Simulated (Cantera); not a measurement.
Input: 1 mol Si, 2.9 mol HBr, 25 mol N₂, held at 1150 K and 6.30 mbar.

Method: chemical equilibrium by Gibbs-energy minimisation in Cantera with the NASA 1993 tables (ideal gas, pure condensed phases). Candidate condensed phases: Br₂, Si, Si₃N₄; 28 gas species. N₂ is the only nitrogen source here; it is nearly inert below about 1500 K, so the nitride shown seldom forms there in practice. The tables' values for SiBr₃ are old estimates; treat these amounts as uncertain. The numbers say what is thermodynamically allowed, not how fast it happens.

Base state: N₂ 0.897, HBr 0.0898, H₂ 0.00837, SiBr₄ 0.00392, Br 0.000519, SiBr₂ 0.000145, SiBr₃ 7.94e-5 (mole fractions); condensed: Si₃N₄(s).

Q: What changes in the equilibrium state with this change: temperature from 1150 K to 1548 K?

A: 
```
species          before     after
-------------  --------  --------
N₂                0.897     0.890
HBr              0.0898    0.0522
H₂              0.00837    0.0261
SiBr₂          0.000145    0.0204
Br             0.000519    0.0106
SiBr              <1e-9   1.90e-5
H               8.60e-8   6.27e-5
SiBr₄           0.00392   3.77e-5
SiBr₃           7.94e-5  0.000218
Si₃N₄(s), mol     0.296     0.142
```
The tables' values for SiBr₃, SiBr are old estimates; treat these amounts as uncertain.

Q: What changes in the equilibrium state with this change: temperature from 1150 K to 1748 K?

A: 
```
species          before     after
-------------  --------  --------
N₂                0.897     0.888
H₂              0.00837    0.0391
SiBr₂          0.000145    0.0309
HBr              0.0898    0.0246
Br             0.000519    0.0160
SiBr              <1e-9  0.000684
Si                <1e-9  0.000175
H               8.60e-8  0.000569
Si₃N₄(s), mol     0.296    0.0352
```
The tables' values for SiBr, SiBr₃ are old estimates; treat these amounts as uncertain.

Q: What changes in the equilibrium state with this change: temperature from 1150 K to 1623.15 K?

A: 
```
species          before     after
-------------  --------  --------
N₂                0.897     0.890
HBr              0.0898    0.0401
H₂              0.00837    0.0319
SiBr₂          0.000145    0.0253
Br             0.000519    0.0128
SiBr              <1e-9   8.31e-5
H               8.60e-8  0.000156
SiBr₄           0.00392   8.48e-6
SiBr₃           7.94e-5  0.000129
Si₃N₄(s), mol     0.296    0.0960
```
The tables' values for SiBr₃, SiBr are old estimates; treat these amounts as uncertain.
